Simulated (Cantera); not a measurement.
An adiabatic, constant-pressure homogeneous reactor starts with CH4 : O2 : N2 : CO2 = 1 : 2.53 : 9.52 : 0.45 (molar parts), at 1800 K and 1.20 bar. Integrator tolerance rtol = 1e-08.

Computed with Cantera and GRI-Mech 3.0 (53 species, 325 reactions).

Task: What does this change do: 0.29 parts H2 added?

Result: 
```json
[
 {"quantity": "time of steepest temperature rise", "before": "97.6 µs", "after": "60.6 µs"},
 {"quantity": "temperature at 8.00 s", "before": "2735 K", "after": "2765 K"},
 {"quantity": "equilibrium temperature", "before": "2735 K", "after": "2765 K"},
 {"quantity": "x(CH4) at 8.00 s", "before": "<1e-12 (gas-phase equilibrium <1e-12)", "after": "<1e-12 (gas-phase equilibrium <1e-12)"},
 {"quantity": "x(O2) at 8.00 s", "before": "0.0447 (gas-phase equilibrium 0.0447)", "after": "0.0378 (gas-phase equilibrium 0.0378)"},
 {"quantity": "x(CO2) at 8.00 s", "before": "0.0692 (gas-phase equilibrium 0.0692)", "after": "0.0631 (gas-phase equilibrium 0.0631)"},
 {"quantity": "x(C2H2) at 8.00 s", "before": "<1e-12 (gas-phase equilibrium <1e-12)", "after": "<1e-12 (gas-phase equilibrium <1e-12)"},
 {"quantity": "x(HO2) at 8.00 s", "before": "9.01e-6 (gas-phase equilibrium 9.01e-6)", "after": "8.92e-6 (gas-phase equilibrium 8.92e-6)"},
 {"quantity": "x(H2) at 8.00 s", "before": "0.00886 (gas-phase equilibrium 0.00886)", "after": "0.0120 (gas-phase equilibrium 0.0120)"}
]
```

Task: What does this change do: initial temperature 1800 to 1523 K?

Result: 
```json
[
 {"quantity": "time of steepest temperature rise", "before": "97.6 µs", "after": "0.793 ms"},
 {"quantity": "temperature at 8.00 s", "before": "2735 K", "after": "2623 K"},
 {"quantity": "equilibrium temperature", "before": "2735 K", "after": "2623 K"},
 {"quantity": "x(CH4) at 8.00 s", "before": "<1e-12 (gas-phase equilibrium <1e-12)", "after": "<1e-12 (gas-phase equilibrium <1e-12)"},
 {"quantity": "x(O2) at 8.00 s", "before": "0.0447 (gas-phase equilibrium 0.0447)", "after": "0.0422 (gas-phase equilibrium 0.0422)"},
 {"quantity": "x(CO2) at 8.00 s", "before": "0.0692 (gas-phase equilibrium 0.0692)", "after": "0.0803 (gas-phase equilibrium 0.0803)"},
 {"quantity": "x(C2H2) at 8.00 s", "before": "<1e-12 (gas-phase equilibrium <1e-12)", "after": "<1e-12 (gas-phase equilibrium <1e-12)"},
 {"quantity": "x(HO2) at 8.00 s", "before": "9.01e-6 (gas-phase equilibrium 9.01e-6)", "after": "6.93e-6 (gas-phase equilibrium 6.93e-6)"},
 {"quantity": "x(H2) at 8.00 s", "before": "0.00886 (gas-phase equilibrium 0.00886)", "after": "0.00608 (gas-phase equilibrium 0.00608)"}
]
```
